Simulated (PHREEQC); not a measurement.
Dissolve 0.0054 mol Cu(BF4)2 and 0.29 mol Na2SO4 per kg of water at 20 °C. Closed to the air; pH follows from the charge balance.

Equilibrium calculation in PHREEQC: ion-association model, phreeqc.dat.

```tsv
quantity	before	after
pH	3.17	3.13
ionic strength (mol/kgw)	0.692	0.374
```

Task: What was changed between the two runs?
(A) Na2SO4 left out
(B) Cu(BF4)2 left out
(C) Cu(BF4)2 from 0.0054 to 0.00108 mol/kgw
(D) Na2SO4 from 0.29 to 0.145 mol/kgw
(E) Cu(BF4)2 replaced by KHF2 at the same molality

Result: D, Na2SO4 from 0.29 to 0.145 mol/kgw

Precipitation was switched off in this run. Real BF4- forms and hydrolyses slowly; the run takes it at equilibrium.
